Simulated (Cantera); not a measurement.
Charge: 1 mol CO2, 0.23 mol O2, equilibrated at 1723 K.

Cantera equilibrium calculation (NASA polynomials, part measured and part estimated; ideal gas, pure solids and liquids). Candidate condensed phases: C; 12 gas species. The ideal-gas law is rough above about 30 bar. The numbers say what is thermodynamically allowed, not how fast it happens.

x: gas mole fraction; nothing condenses.

```
P (Pa)    x CO2   x O2      x CO       x O      x O3
--------  -----  -----  --------  --------  --------
10        0.789  0.192    0.0161   0.00249  1.18e-11
52        0.802  0.189       ___       ___       ___
280       0.808  0.188   0.00315  0.000466  6.06e-11
1400      0.811  0.187   0.00142  0.000208  1.35e-10
7600      0.812  0.187  0.000609   8.92e-5  3.14e-10
40000     0.813  0.187  0.000266   3.89e-5  7.19e-10
210000    0.813  0.187       ___       ___       ___
1100000   0.813  0.187   5.07e-5   7.41e-6   3.77e-9
5700000   0.813  0.187   2.23e-5   3.26e-6   8.58e-9
30000000  0.813  0.187   9.70e-6   1.42e-6   1.97e-8
```

Task: Fill in the missing entries.

Result: 
- 52, x CO: 0.00723
- 52, x O: 0.00108
- 52, x O3: 2.64e-11
- 210000, x CO: 0.000116
- 210000, x O: 1.70e-5
- 210000, x O3: 1.65e-9
